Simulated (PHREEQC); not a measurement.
Copper plating or etch bath: speciation

Make-up at 56 °C: 0.04 mol Cu(NO3)2, 0.096 mol HCl and 5.6e-05 mol FeCl3 per kg of water. Closed to the air; pH follows from the charge balance.

Equilibrium calculation in PHREEQC: ion-association model, wateq4f.dat.

Each row changes one thing in this solution. Precipitation was switched off in this run.

```tsv
case	pH	ionic strength (mol/kgw)	Cl- (mol/kgw)	Cu+2 (mol/kgw)	CuCl+ (mol/kgw)	CuCl2 (mol/kgw)	SI of Goethite (FeOOH)	SI of Hematite (Fe2O3)
as made	1.12	0.198	0.0868	0.0310	0.00877	0.000261	-0.32	+1.50
temperature from 56 to 10 °C	1.11	0.213	?	0.0385	0.00147	3.08e-5	-1.57	-1.21
FeCl3 from 5.6e-05 to 1.12e-05 mol/kgw	1.12	0.198	0.0867	0.0310	0.00876	0.000261	-1.02	+0.10
HCl left out	3.90	0.120	0.000146	0.0399	2.22e-5	1.26e-9	+5.90	+13.95
0.002 mol/kgw H4SiO4 added	1.12	0.198	0.0868	0.0310	0.00877	0.000261	-0.32	+1.50
HCl from 0.096 to 0.0864 mol/kgw	1.17	0.190	0.0779	0.0316	0.00815	0.000220	?	+1.83
```

### Question
Complete the blanks.

### Answer

- temperature from 56 to 10 °C, Cl- (mol/kgw): 0.0946
- HCl from 0.096 to 0.0864 mol/kgw, SI of Goethite (FeOOH): -0.15

Some of these states are supersaturated (in Hematite (slow to form), Goethite (slow to form), Quartz (slow to form), for instance). Constants without temperature data keep their 25 °C values here.
